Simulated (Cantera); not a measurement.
Feed: 1 mol BN, 12 mol HF, 66 mol N₂, equilibrated at 577 °C and 1.10 mbar.

These are equilibrium values from Cantera (NASA tables, ideal gas, pure condensed phases), not measurements of a reactor. Candidate condensed phases: B, BN; 31 gas species. Rates play no part.

Base state: N₂ 0.853, HF 0.115, H₂ 0.0192, BF₃ 0.0128 (mole fractions); condensed: gas only.

Problem. What changes in the equilibrium state with this change: BN replaced by Si₃N₄?

Solution. 
```tsv
species	before	after
N₂	0.853	0.883
H₂	0.0192	0.0779
SiF₄	0	0.0389
HF	0.115	6.86e-5
BF₃	0.0128	0
Si₃N₄(s), mol	0	0.000405
```
Further candidate phases: Si, Si₃N₄.
